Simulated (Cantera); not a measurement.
Charge: 1 mol TiCl4, 0.29 mol H2O, held at 1275 K and 10.0 mbar.

These are equilibrium values from Cantera (NASA tables, ideal gas, pure condensed phases), not measurements of a reactor. Candidate condensed phases: H2O, Ti, TiCl2, TiCl3, TiCl4, TiO, TiO2, Ti2O3, Ti3O5, Ti4O7; 23 gas species. Equilibrium is a limit: real reactors are often held back by kinetics, nucleation or transport.

Base state: TiCl4 0.593, HCl 0.404, TiCl3 0.00159, Cl 0.00127, Cl2 0.000165, H2O 1.12e-5 (mole fractions); condensed: TiO2(rutile).

### Question
What changes in the equilibrium state with this change: TiCl4 replaced by Ti(OiPr)4?

### Answer
```
species             before    after
-----------------  -------  -------
H2                 3.96e-6    0.769
CO                       0    0.231
CH4                      0  5.48e-5
TiCl4                0.593        0
HCl                  0.404        0
TiCl3              0.00159        0
Cl                 0.00127        0
TiO2(rutile), mol    0.145        0
C(graphite), mol         0     6.71
TiC(s), mol              0     1.00
```
The feed counts by its element totals alone. TiC: taken at fixed stoichiometry. Further candidate phases: C, C6H6, C7H8, C8H18, TiC.

### Question
What changes in the equilibrium state with this change: pressure from 10.0 mbar to 28.0 mbar?

### Answer
| species | before | after |
|---|---|---|
| TiCl4 | 0.593 | 0.594 |
| HCl | 0.404 | 0.404 |
| TiCl3 | 0.00159 | 0.00101 |
| Cl | 0.00127 | 0.000718 |
| H2O | 1.12e-5 | 1.87e-5 |
| Cl2 | 0.000165 | 0.000148 |
| TiO2(rutile), mol | 0.145 | 0.145 |
